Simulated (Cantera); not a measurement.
A perfectly stirred reactor is fed with 19.2 % CH₄, 80.8 % H₂O, at 22000 Pa; it is held at 1625 K, and followed from long to short residence time.

Detailed kinetics in Cantera: GRI-Mech 3.0 (53 species, 325 reactions).

x: mole fraction; the columns are a selection and need not sum to one.

```tsv
τ (s)	x CH₄	x H₂O	x C₂H	x CH₃	x C₂H₆	x C₂H₄
1.9	0.0329	0.554	2.39e-8	[?]	1.07e-5	0.000248
0.77	0.0459	0.613	3.44e-8	[?]	2.39e-5	0.000382
0.30	0.0645	0.671	4.08e-8	[?]	5.38e-5	0.000617
0.12	0.0892	0.717	3.87e-8	[?]	0.000113	0.00108
0.047	0.119	0.752	2.89e-8	[?]	0.000218	0.00192
0.019	0.147	0.777	1.68e-8	[?]	0.000354	0.00287
0.0074	0.170	0.795	6.17e-9	0.000989	0.000467	0.00308
0.0029	0.184	0.804	1.07e-9	0.000944	0.000422	0.00181
```

Question: Complete the blanks.

Answer: 
- 1.9, x CH₃: 0.000168
- 0.77, x CH₃: 0.000246
- 0.30, x CH₃: 0.000361
- 0.12, x CH₃: 0.000510
- 0.047, x CH₃: 0.000693
- 0.019, x CH₃: 0.000869
